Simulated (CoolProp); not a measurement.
A Linde-Hampson liquefier for nitrogen: isothermal reversible compression at 280 K from 1 atm to 30 MPa, throttling to 1 atm, return gas leaving the recuperator 2 K below the feed. Each further row changes one setting.

Values from CoolProp's reference Helmholtz-energy equation of state, Span 2000.

```json
[
 {"case": "as stated", "liquid yield per pass": "0.105", "compression work (kJ/kg of gas)": "474"},
 {"case": "high pressure 60 MPa", "liquid yield per pass": "0.096", "compression work (kJ/kg of gas)": "549"},
 {"case": "warm-end temperature 310 K", "liquid yield per pass": "0.075", "compression work (kJ/kg of gas)": "529"},
 {"case": "warm-end gap 7 K", "liquid yield per pass": "0.093", "compression work (kJ/kg of gas)": "474"}
]
```
